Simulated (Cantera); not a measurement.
An isothermal, constant-pressure homogeneous reactor starts with CH₄ : H₂O : H₂ = 1 : 1.9 : 0.48 (molar parts), at 2048 K and 480000 Pa. Integrator tolerance rtol = 1e-08.

Cantera simulation using GRI-Mech 3.0 (53 species, 325 reactions); the numbers are that mechanism's predictions, not measurements.

Question: What does this change do: temperature 2048 to 1375 K?

Answer: 
| quantity | before | after |
|---|---|---|
| x(CH₄) at 10.0 s | 2.26e-7 (gas-phase equilibrium 2.60e-7) | 0.215 (gas-phase equilibrium 0.000170) |
| x(H₂O) at 10.0 s | 0.158 (gas-phase equilibrium 0.158) | 0.509 (gas-phase equilibrium 0.149) |
| x(H₂) at 10.0 s | 0.655 (gas-phase equilibrium 0.655) | 0.238 (gas-phase equilibrium 0.665) |
| x(CH₂O) at 10.0 s | 2.25e-7 (gas-phase equilibrium 2.25e-7) | 4.68e-7 (gas-phase equilibrium 2.44e-7) |
| x(CH₂CO) at 10.0 s | 2.85e-11 (gas-phase equilibrium 3.28e-11) | 3.87e-6 (gas-phase equilibrium 2.70e-10) |
| x(OH) at 10.0 s | 2.19e-5 (gas-phase equilibrium 2.19e-5) | 2.94e-8 (gas-phase equilibrium 5.19e-9) |
